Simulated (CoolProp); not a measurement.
Vapour-liquid equilibrium of n-pentane (1) + benzene (2) at 7.12 bar; x and y are mole fractions of (1).

The numbers come from the multi-fluid Helmholtz-energy mixture model, Thol 2019 and Thol 2012; pair parameters Bell 2016 in CoolProp.

```
x      bubble temperature, mixture model (K)  bubble temperature, Raoult's law (K)  y, mixture model  y, Raoult's law
-----  -------------------------------------  ------------------------------------  ----------------  ---------------
0.05                                   427.3                                 429.1             0.140            0.124
0.125                                  419.8                                 423.4             0.301            0.281
0.2                                    413.7                                 418.2             0.421            0.410
0.275                                  408.6                                 413.4             0.515            0.516
0.35                                   404.4                                 409.0             0.592            0.606
0.425                                  400.7                                 404.9             0.655            0.682
0.5                                    397.5                                 401.1             0.711            0.746
0.575                                  394.6                                 397.6             0.761            0.801
0.65                                   391.9                                 394.3             0.807            0.848
0.725                                  389.5                                 391.3             0.850            0.889
0.8                                    387.1                                 388.4             0.892            0.925
0.875                                  384.9                                 385.7             0.932            0.956
0.95                                   382.8                                 383.1             0.973            0.984
```

The largest gap from Raoult's law is -4.8 K in bubble temperature, at x = 0.275. No azeotrope shows between x = 0.05 and 0.95.

Pair parameters are fitted to limited data, so mixtures are less certain than the pure fluids.
